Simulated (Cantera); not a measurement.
Input (Python, Cantera):

```python
import numpy as np
import cantera as ct

gas = ct.Solution("h2o2.yaml")
gas.TPX = 1300, 38000, {'H2': 0.44, 'O2': 1, 'N2': 14}
reactor = ct.IdealGasConstPressureReactor(gas, energy="off", clone=False)
net = ct.ReactorNet([reactor])
net.rtol, net.atol = 1e-08, 1e-18
show = ['H2', 'O2', 'H2O2', 'HO2', 'H2O']
times = np.geomspace(4e-05, 10, 14)

steps = ct.SolutionArray(gas, extra=["t"])
rows = []
print(f"{'t/s':>10s}{'T/K':>9s}{'P/Pa':>11s}" + "".join(f"{s:>11s}" for s in show))
for t in times:
    while net.time < t:
        t_next = net.step()
        steps.append(gas.state, t=t_next)
    rows.append([np.interp(t, steps.t, y) for y in (steps.T, steps.P, *steps(*show).X.T)])
    print(f"{t:10.3e}{rows[-1][0]:9.1f}{rows[-1][1]:11.4g}" + "".join(f"{x:11.3e}" for x in rows[-1][2:]))
rate = np.gradient(steps.T, steps.t)
print("integrator steps:", len(steps.t))
if steps.T.max() > steps.T[0] + 200:
    print(f"time of steepest temperature rise: {steps.t[rate.argmax()]:.4e} s")
gas.TPX = 1300, 38000, {'H2': 0.44, 'O2': 1, 'N2': 14}
gas.equilibrate("TP")
print(f"equilibrium (TP): T = {gas.T:.1f} K  " + "  ".join(f"{s} {gas[s].X[0]:.3e}" for s in show))
```

Result:

```
       t/s      T/K       P/Pa         H2         O2       H2O2        HO2        H2O
 4.000e-05   1300.0    3.8e+04  2.850e-02  6.477e-02  3.115e-11  1.201e-08  2.767e-08
 1.041e-04   1300.0    3.8e+04  2.849e-02  6.477e-02  3.034e-10  8.840e-08  1.868e-06
 2.707e-04   1300.0    3.8e+04  1.242e-02  5.625e-02  6.659e-07  7.158e-06  1.175e-02
 7.043e-04   1300.0    3.8e+04  1.133e-03  5.021e-02  5.202e-07  6.450e-06  2.537e-02
 1.832e-03   1300.0    3.8e+04  2.676e-04  5.087e-02  3.552e-07  4.643e-06  2.817e-02
 4.766e-03   1300.0    3.8e+04  3.718e-05  5.116e-02  1.247e-07  1.686e-06  2.876e-02
 1.240e-02   1300.0    3.8e+04  5.537e-06  5.122e-02  3.388e-08  3.871e-07  2.886e-02
 3.226e-02   1300.0    3.8e+04  1.133e-06  5.124e-02  9.714e-09  9.491e-08  2.889e-02
 8.392e-02   1300.0    3.8e+04  3.048e-07  5.124e-02  3.126e-09  2.819e-08  2.890e-02
 2.183e-01   1300.0    3.8e+04  9.858e-08  5.125e-02  1.114e-09  1.073e-08  2.890e-02
 5.680e-01   1300.0    3.8e+04  3.798e-08  5.125e-02  4.532e-10  6.231e-09  2.891e-02
 1.478e+00   1300.0    3.8e+04  2.073e-08  5.125e-02  2.528e-10  5.511e-09  2.891e-02
 3.844e+00   1300.0    3.8e+04  1.814e-08  5.125e-02  2.217e-10  5.489e-09  2.891e-02
 1.000e+01   1300.0    3.8e+04  1.810e-08  5.125e-02  2.212e-10  5.489e-09  2.891e-02
integrator steps: 1705
equilibrium (TP): T = 1300.0 K  H2 1.810e-08  O2 5.125e-02  H2O2 2.212e-10  HO2 5.489e-09  H2O 2.891e-02
```

Model: the H2/O2 subset of GRI-Mech 3.0, which has no nitrogen chemistry, integrated in Cantera.
